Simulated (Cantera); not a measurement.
# Thermodynamics of carbon deposition, reforming and gasification, feed n-butane + O2 + H2

Feed: 1 mol n-butane, 1.6 mol O2, 0.68 mol H2, at 252 °C and 0.0360 bar.

Equilibrium computed with Cantera from the NASA thermochemical tables; the gas is ideal and each condensed phase is pure. Candidate condensed phases: C, C6H6, C7H8, C8H18, H2O; 110 gas species. Kinetics and transport are ignored.

| Item | Value |
|---|---|
| x(H2O) | 0.524 |
| x(CH4) | 0.302 |
| x(H2) | 0.0921 |
| x(CO2) | 0.0818 |
| x(CO) | 0.000165 |
| n(C(graphite)) | 2.21 mol |
| gas amount | 4.655 mol |
